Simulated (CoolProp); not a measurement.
Vapour-liquid equilibrium of carbon dioxide (1) + R142b (2) at -25.95 °C; x and y are mole fractions of (1).

Computed with CoolProp (multi-fluid Helmholtz-energy mixture model, Span 1996 and Lemmon 2006; pair parameters Bell 2016).

Question: Give the bubble pressure and the first vapour's composition at x = 0.25, 0.35, 0.75. Is there an azeotrope?

Answer: x = 0.25: 0.4172 MPa, y = 0.904; x = 0.35: 0.5829 MPa, y = 0.937; x = 0.75: 1.210 MPa, y = 0.984. No azeotrope shows between x = 0.05 and 0.95.

Pair parameters are fitted to limited data, so mixtures are less certain than the pure fluids.
